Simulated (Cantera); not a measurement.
# MgO + C + H2 (sublimation and decomposition of ceramics)

Input: 1 mol MgO, a varied amount of C, 0.18 mol H2, equilibrated at 2350 K and 1.00 Torr.

Method: chemical equilibrium by Gibbs-energy minimisation in Cantera with the NASA 1993 tables (ideal gas, pure condensed phases). Candidate condensed phases: C, C6H6, C7H8, C8H18, H2O, Mg, MgCO3, MgO, Mg(OH)2; 116 gas species. The tables' values for MgH are old estimates; treat these amounts as uncertain. Kinetics and transport are ignored.

| n(C) (mol) | log p Mg | log p CO | log p H2O | log p H2 | log p H | log p CO2 | log p OH | log p O | log p O2 | n MgO(s) |
|---|---|---|---|---|---|---|---|---|---|---|
| 0.015 | -3.28 | -4.45 | -3.50 | -3.80 | -3.81 | -4.91 | -4.27 | -4.44 | -4.52 | 0.833 |
| 0.024 | -3.27 | -4.26 | -3.53 | -3.82 | -3.82 | -4.73 | -4.29 | -4.45 | -4.54 | 0.822 |
| 0.038 | -3.26 | -4.09 | -3.57 | -3.85 | -3.83 | -4.57 | -4.31 | -4.46 | -4.55 | 0.804 |
| 0.061 | -3.25 | -3.93 | -3.63 | -3.90 | -3.85 | -4.42 | -4.35 | -4.47 | -4.58 | 0.775 |
| 0.098 | -3.24 | -3.79 | -3.71 | -3.97 | -3.89 | -4.30 | -4.39 | -4.49 | -4.61 | 0.727 |
| 0.16 | -3.22 | -3.67 | -3.83 | -4.06 | -3.94 | -4.19 | -4.46 | -4.50 | -4.64 | 0.647 |
| 0.25 | -3.20 | -3.58 | -3.96 | -4.18 | -3.99 | -4.12 | -4.53 | -4.52 | -4.68 | 0.529 |
| 0.41 | -3.19 | -3.51 | -4.13 | -4.34 | -4.07 | -4.06 | -4.63 | -4.53 | -4.71 | 0.320 |
| 0.65 | -3.17 | -3.46 | -4.32 | -4.52 | -4.16 | -4.02 | -4.73 | -4.55 | -4.73 | 0.00469 |
log p: log10 of the partial pressure in bar; n: condensed amount in mol.

From 0.015 mol C to 0.65 mol C the condensed part is MgO(s). The main Mg-bearing gas is Mg throughout. The share of Mg in condensed phases is highest at 0.015 mol C (83.3 %) and lowest at 0.65 mol C (0.5 %).
